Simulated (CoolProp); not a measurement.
Saturation properties of dodecamethylpentasiloxane (MD3M) (Tc = 628.0 K, pc = 954.0 kPa, ω = 0.730).

The numbers come from the reference Helmholtz-energy equation of state, Thol 2019 in CoolProp.

```csv
T (K),p (kPa),liquid density (kg/m³),liquid cp (kJ/(kg K)),vapour Z,surface tension (mN/m)
489.7,73.79,670.7,2.128,0.9139,5.97
495.2,84.33,663.9,2.141,0.9053,5.68
500.7,96.03,657.0,2.154,0.8961,5.38
506.2,108.9,649.9,2.167,0.8864,5.09
511.8,123.5,642.6,2.180,0.8758,4.80
517.3,139.1,635.3,2.194,0.8648,4.52
522.8,156.3,627.7,2.208,0.8531,4.24
528.3,175.1,620.0,2.222,0.8406,3.97
533.8,195.6,612.1,2.237,0.8275,3.69
539.4,218.4,603.8,2.253,0.8132,3.42
```

It boils at 503.0 K under 1 atm.

Surface tension comes from a separate correlation (Mulero 2014), older than this fluid's equation and unchecked against measurements.
